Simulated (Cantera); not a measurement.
Cantera run:

```python
import numpy as np
import cantera as ct

gas_names = [...]  # 95 gases of nasa_gas.yaml made of C, F, H
cond_names = """
    C(gr) C6H6(L) C7H8(L) C8H18(L),n-octa
""".split()


# ... load() reads the species with a 1 bar reference pressure and builds the phases ...
atoms = {
    'CH2F2': {'C': 1, 'H': 2, 'F': 2},
}
top_T = {'C(gr)': 4500}  # K; cautious upper limits of use, not melting points


# ... equilibrate(T, P, feed) seeds the gas with the atoms and calls Mixture.equilibrate('TP', solver="vcs", rtol=1e-11, max_steps=5000) ...
results = []
feed = {'CH2F2': 1}  # mol
T = 925  # K
P = 8800  # Pa
mix = equilibrate(T, P, feed)
results.append((T, P, feed, dict(zip(mix.species_names, mix.species_moles))))
x = sorted(zip(gas.X, gas.species_names), reverse=True)
print(f"T = {T:g} K  P = {P:g} Pa  gas = {mix.phase_moles(0):.4g} mol")
print("   x: " + "  ".join(f"{s} {v:.3e}" for v, s in x if v > 1e-06))
print("   condensed (mol): " + ("  ".join(f"{mix.phase(i).name} {mix.phase_moles(i):.4g}"
      for i in range(1, mix.n_phases) if mix.phase_moles(i) > 1e-12) or "none"))
```

It prints:

```
T = 925 K  P = 8800 Pa  gas = 2 mol
   x: HF 1.000e+00  H2F2 4.605e-06
   condensed (mol): C(gr) 1
```

Equilibrium computed with Cantera from the NASA thermochemical tables; the gas is ideal and each condensed phase is pure.
